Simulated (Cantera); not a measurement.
Input (Python, Cantera) and output of one run.

```python
import numpy as np
import cantera as ct

gas_names = """
    C CH CH2 CH3 CH2OH CH3O CH4 CH3OH CO CO2 COOH C2 C2H CHCO,ketyl C2H2,acetylene C2H2,vinylidene
    CH2CO,ketene C2H3,vinyl CH3CO,acetyl C2H4 C2H4O,ethylen CH3CHO,ethanal CH3COOH (HCOOH)2 C2H5 C2H6
    CH3OCH3 C2H5OH C2O C3 C3H3,propargyl C3H4,allene C3H4,propyne C3H4,cyclo- C3H5,allyl C3H6,propylene
    C3H6,cyclo- C3H6O C3H7,n-propyl C3H7,i-propyl C3H8 C3H8O,1propanol C3H8O,2propanol C3O2 C4 C4H2
    C4H4,1,3-cyclo- C4H6,butadiene C4H6,2-butyne C4H6,cyclo- C4H8,1-butene C4H8,cis2-buten
    C4H8,tr2-butene C4H8,isobutene C4H8,cyclo- (CH3COOH)2 C4H9,n-butyl C4H9,i-butyl C4H9,s-butyl
    C4H9,t-butyl C4H10,isobutane C4H10,n-butane C5 C5H6,1,3cyclo- C5H8,cyclo- C5H10,1-pentene
    C5H10,cyclo- C5H11,pentyl C5H11,t-pentyl C5H12,n-pentane C5H12,i-pentane CH3C(CH3)2CH3 C6H2
    C6H5,phenyl C6H5O,phenoxy C6H6 C6H5OH,phenol C6H10,cyclo- C6H12,1-hexene C6H12,cyclo- C6H13,n-hexyl
    C7H7,benzyl C7H8 C7H8O,cresol C7H14,1-heptene C7H15,n-heptyl C7H16,n-heptane C8H8,styrene
    C8H10,ethylbenz C8H16,1-octene C8H17,n-octyl C8H18,isooctane C8H18,n-octane C9H19,n-nonyl
    C10H8,naphthale C10H21,n-decyl C12H9,o-bipheny C12H10,bipheny H HCO HO2 H2 HCHO,formaldehy HCOOH H2O
    H2O2 O OH O2 O3
""".split()
cond_names = """
    C(gr) C6H6(L) C7H8(L) C8H18(L),n-octa H2O(s) H2O(L)
""".split()


def load(file, names, dense=False):
    # The tables refer to 1 bar. Condensed volumes are neglected.
    table = {s.name: s for s in ct.Species.list_from_file(file)}
    out = []
    for n in names:
        d = dict(table[n].input_data)
        d["thermo"] = dict(d["thermo"], **{"reference-pressure": 1e5})
        if dense:
            d["equation-of-state"] = {"model": "constant-volume", "density": "1e6 g/cm^3"}
        out.append(ct.Species.from_dict(d))
    return out


gas = ct.Solution(thermo="ideal-gas", species=load("nasa_gas.yaml", gas_names))
cond = {s.name: ct.Solution(thermo="fixed-stoichiometry", species=[s], name=s.name)
        for s in load("nasa_condensed.yaml", cond_names, dense=True)}
atoms = {
    'C2H5OH': {'C': 2, 'H': 6, 'O': 1},
    'O2': {'O': 2},
    'H2': {'H': 2},
}
top_T = {'C(gr)': 4500}  # K; cautious upper limits of use, not melting points


def equilibrate(T, P, feed):
    n = {}
    for name, mol in feed.items():
        for a, k in atoms[name].items():
            n[a] = n.get(a, 0.0) + k * mol
    gas.TPX = T, P, n
    mass = sum(n.values()) * gas.mean_molecular_weight
    gas.equilibrate("TP")
    valid = [c for c in cond.values() if c.min_temp <= T <= top_T.get(c.name, c.max_temp)]
    mix = ct.Mixture([(gas, mass / gas.mean_molecular_weight)] + [(c, 0.0) for c in valid])
    mix.T, mix.P = T, P
    mix.equilibrate("TP", solver="vcs", rtol=1e-11, max_steps=5000)
    return mix


results = []
feed = {'C2H5OH': 1, 'O2': 0.054, 'H2': 8.8}  # mol
T = 2000  # K
P = 500  # Pa
mix = equilibrate(T, P, feed)
results.append((T, P, feed, dict(zip(mix.species_names, mix.species_moles))))
print(gas.report(threshold=0.0001))
for i in range(1, mix.n_phases):
    print(f"{mix.phase(i).name:16s} {mix.phase_moles(i):12.5e} mol")
```

It prints:

```
       temperature   2000 K
          pressure   500 Pa
           density   0.00012682 kg/m^3
  mean mol. weight   4.2177 kg/kmol
   phase of matter   gas

                          1 kg             1 kmol
                     ---------------   ---------------
          enthalpy        1.1492e+07         4.847e+07  J
   internal energy        7.5495e+06        3.1841e+07  J
           entropy             57174        2.4114e+05  J/K
    Gibbs function       -1.0286e+08       -4.3382e+08  J
 heat capacity c_p            8088.3             34114  J/K
 heat capacity c_v              6117             25799  J/K

                      mass frac. Y      mole frac. X     chem. pot. / RT
                     ---------------   ---------------   ---------------
                CO           0.56387          0.084906           -42.114
    C2H2,acetylene         0.0042335        0.00068576           -30.423
                 H         0.0051931          0.021729           -12.446
                H2           0.42669           0.89268           -24.892
     [ +106 minor]        1.4693e-05        3.2173e-06

C(gr)             8.74048e-01 mol
```

These are equilibrium values from Cantera (NASA tables, ideal gas, pure condensed phases), not measurements of a reactor.
